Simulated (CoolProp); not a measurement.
Vapour-liquid equilibrium of cyclohexane (1) + n-dodecane (2) at 0.186 bar; x and y are mole fractions of (1).

Computed with CoolProp (multi-fluid Helmholtz-energy mixture model, Zhou 2014 and Lemmon 2004; pair parameters Bell 2016).

```json
[
 {"x": "0.05", "bubble temperature (°C)": "(withheld)", "y at the bubble point": "0.675", "dew temperature at overall composition x (°C)": "154.4", "liquid density (mol/L)": "(withheld)"},
 {"x": "0.15", "bubble temperature (°C)": "91.7", "y at the bubble point": "0.937", "dew temperature at overall composition x (°C)": "151.2", "liquid density (mol/L)": "4.450"},
 {"x": "0.25", "bubble temperature (°C)": "74.0", "y at the bubble point": "0.978", "dew temperature at overall composition x (°C)": "147.7", "liquid density (mol/L)": "4.818"},
 {"x": "0.35", "bubble temperature (°C)": "62.9", "y at the bubble point": "0.990", "dew temperature at overall composition x (°C)": "143.7", "liquid density (mol/L)": "5.196"},
 {"x": "0.45", "bubble temperature (°C)": "55.0", "y at the bubble point": "0.995", "dew temperature at overall composition x (°C)": "139.3", "liquid density (mol/L)": "5.605"},
 {"x": "0.55", "bubble temperature (°C)": "49.0", "y at the bubble point": "0.997", "dew temperature at overall composition x (°C)": "(withheld)", "liquid density (mol/L)": "(withheld)"},
 {"x": "0.65", "bubble temperature (°C)": "(withheld)", "y at the bubble point": "0.999", "dew temperature at overall composition x (°C)": "127.8", "liquid density (mol/L)": "6.571"},
 {"x": "0.75", "bubble temperature (°C)": "40.4", "y at the bubble point": "0.999", "dew temperature at overall composition x (°C)": "(withheld)", "liquid density (mol/L)": "7.157"},
 {"x": "0.85", "bubble temperature (°C)": "(withheld)", "y at the bubble point": "1.000", "dew temperature at overall composition x (°C)": "108.7", "liquid density (mol/L)": "(withheld)"},
 {"x": "0.95", "bubble temperature (°C)": "34.4", "y at the bubble point": "1.000", "dew temperature at overall composition x (°C)": "87.6", "liquid density (mol/L)": "8.644"}
]
```

Task: Fill in the missing entries.

Result: 
- 0.05, bubble temperature (°C): 126.1
- 0.05, liquid density (mol/L): 4.042
- 0.55, dew temperature at overall composition x (°C): 134.1
- 0.55, liquid density (mol/L): 6.059
- 0.65, bubble temperature (°C): 44.3
- 0.75, dew temperature at overall composition x (°C): 119.9
- 0.85, bubble temperature (°C): 37.2
- 0.85, liquid density (mol/L): 7.839

No azeotrope shows between x = 0.05 and 0.95.

Pair parameters are fitted to limited data, so mixtures are less certain than the pure fluids.
